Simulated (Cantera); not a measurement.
Cantera run:

```python
import numpy as np
import cantera as ct

gas_names = """
    H H2 H2S N NH NH2 NH3 N2 N2H2 N2H4 S SH SN S2 S8
""".split()
cond_names = """
    S(cr1) S(cr2) S(L)
""".split()


def load(file, names, dense=False):
    # The tables refer to 1 bar. Condensed volumes are neglected.
    table = {s.name: s for s in ct.Species.list_from_file(file)}
    out = []
    for n in names:
        d = dict(table[n].input_data)
        d["thermo"] = dict(d["thermo"], **{"reference-pressure": 1e5})
        if dense:
            d["equation-of-state"] = {"model": "constant-volume", "density": "1e6 g/cm^3"}
        out.append(ct.Species.from_dict(d))
    return out


gas = ct.Solution(thermo="ideal-gas", species=load("nasa_gas.yaml", gas_names))
cond = {s.name: ct.Solution(thermo="fixed-stoichiometry", species=[s], name=s.name)
        for s in load("nasa_condensed.yaml", cond_names, dense=True)}
atoms = {
    'S': {'S': 1},
    'H2': {'H': 2},
    'N2': {'N': 2},
}
top_T = {}  # K; cautious upper limits of use, not melting points


def equilibrate(T, P, feed):
    n = {}
    for name, mol in feed.items():
        for a, k in atoms[name].items():
            n[a] = n.get(a, 0.0) + k * mol
    gas.TPX = T, P, n
    mass = sum(n.values()) * gas.mean_molecular_weight
    gas.equilibrate("TP")
    valid = [c for c in cond.values() if c.min_temp <= T <= top_T.get(c.name, c.max_temp)]
    mix = ct.Mixture([(gas, mass / gas.mean_molecular_weight)] + [(c, 0.0) for c in valid])
    mix.T, mix.P = T, P
    mix.equilibrate("TP", solver="vcs", rtol=1e-11, max_steps=5000)
    return mix


results = []
feed = {'S': 1, 'H2': 0.3, 'N2': 13}  # mol
P = 17  # Pa
for T in [1400, 1500, 1600, 1700, 1800, 1900, 2000, 2100, 2200, 2300, 2400, 2500, 2600]:
    mix = equilibrate(T, P, feed)
    results.append((T, P, feed, dict(zip(mix.species_names, mix.species_moles))))
    x = sorted(zip(gas.X, gas.species_names), reverse=True)
    print(f"T = {T:g} K  P = {P:g} Pa  gas = {mix.phase_moles(0):.4g} mol")
    print("   x: " + "  ".join(f"{s} {v:.3e}" for v, s in x if v > 0.001))
    print("   condensed (mol): " + ("  ".join(f"{mix.phase(i).name} {mix.phase_moles(i):.4g}"
          for i in range(1, mix.n_phases) if mix.phase_moles(i) > 1e-12) or "none"))
```

Output:

```
T = 1400 K  P = 17 Pa  gas = 13.8 mol
   x: N2 9.421e-01  S2 3.584e-02  H2 2.125e-02
   condensed (mol): none
T = 1500 K  P = 17 Pa  gas = 13.8 mol
   x: N2 9.417e-01  S2 3.561e-02  H2 2.122e-02
   condensed (mol): none
T = 1600 K  P = 17 Pa  gas = 13.82 mol
   x: N2 9.410e-01  S2 3.495e-02  H2 2.098e-02  S 1.733e-03
   condensed (mol): none
T = 1700 K  P = 17 Pa  gas = 13.84 mol
   x: N2 9.392e-01  S2 3.344e-02  H2 2.037e-02  S 4.431e-03  H 1.613e-03
   condensed (mol): none
T = 1800 K  P = 17 Pa  gas = 13.9 mol
   x: N2 9.356e-01  S2 3.046e-02  H2 1.912e-02  S 9.942e-03  H 3.797e-03  SH 1.053e-03
   condensed (mol): none
T = 1900 K  P = 17 Pa  gas = 13.99 mol
   x: N2 9.291e-01  S2 2.538e-02  S 1.951e-02  H2 1.688e-02  H 7.906e-03  SH 1.171e-03
   condensed (mol): none
T = 2000 K  P = 17 Pa  gas = 14.14 mol
   x: N2 9.197e-01  S 3.300e-02  S2 1.830e-02  H 1.445e-02  H2 1.342e-02  SH 1.120e-03
   condensed (mol): none
T = 2100 K  P = 17 Pa  gas = 14.3 mol
   x: N2 9.090e-01  S 4.738e-02  H 2.282e-02  S2 1.083e-02  H2 9.121e-03
   condensed (mol): none
T = 2200 K  P = 17 Pa  gas = 14.44 mol
   x: N2 9.001e-01  S 5.818e-02  H 3.081e-02  S2 5.249e-03  H2 5.088e-03
   condensed (mol): none
T = 2300 K  P = 17 Pa  gas = 14.53 mol
   x: N2 8.948e-01  S 6.402e-02  H 3.624e-02  H2 2.383e-03  S2 2.254e-03
   condensed (mol): none
T = 2400 K  P = 17 Pa  gas = 14.57 mol
   x: N2 8.923e-01  S 6.660e-02  H 3.899e-02  H2 1.022e-03
   condensed (mol): none
T = 2500 K  P = 17 Pa  gas = 14.59 mol
   x: N2 8.912e-01  S 6.767e-02  H 4.019e-02
   condensed (mol): none
T = 2600 K  P = 17 Pa  gas = 14.59 mol
   x: N2 8.907e-01  S 6.811e-02  H 4.069e-02
   condensed (mol): none
```

Equilibrium computed with Cantera from the NASA thermochemical tables; the gas is ideal and each condensed phase is pure.
